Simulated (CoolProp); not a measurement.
Saturated liquid density (kg/m³) of ethylbenzene: the reference equation beside estimates from Tc = 617.1 K, pc = 3.622 MPa, ω = 0.304.

Model: reference Helmholtz-energy equation of state, Zhou 2012, in CoolProp.

```csv
T (K),reference,van der Waals,Peng-Robinson
361.2,806.2,466.6,803.9
363.5,804.0,465.4,802.0
365.8,801.9,464.3,800.1
368.2,799.7,463.1,798.1
370.5,797.6,461.9,796.2
372.8,795.4,460.7,794.2
375.2,793.2,459.5,792.2
377.5,791.0,458.3,790.2
379.8,788.8,457.1,788.2
382.2,786.6,455.8,786.1
384.5,784.4,454.6,784.0
386.8,782.2,453.4,782.0
389.2,779.9,452.1,779.8
391.5,777.7,450.9,777.7
```

Absolute difference from the reference over all 14 rows, mean and median: van der Waals 42.1 and 42.1 %, Peng-Robinson 0.1 and 0.1 %.
